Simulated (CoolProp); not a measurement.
Vapour-liquid equilibrium of ethylene (1) + propane (2) at 207 K; x and y are mole fractions of (1).

Model: multi-fluid Helmholtz-energy mixture model, Smukala 2000 and Lemmon 2009; pair parameters Bell 2016, in CoolProp.

Give the bubble pressure and the first vapour's composition at x = 0.05, 0.85, 0.95. Is there an azeotrope?

x = 0.05: 0.6166 bar, y = 0.523; x = 0.85: 5.125 bar, y = 0.986; x = 0.95: 5.700 bar, y = 0.995. No azeotrope shows between x = 0.05 and 0.95.

The pair parameters rest on a limited set of measurements; away from them the model extrapolates. The gap from Raoult's law changes sign with composition, which may be real or a fault of the pair parameters; it wasn't checked against measurements.
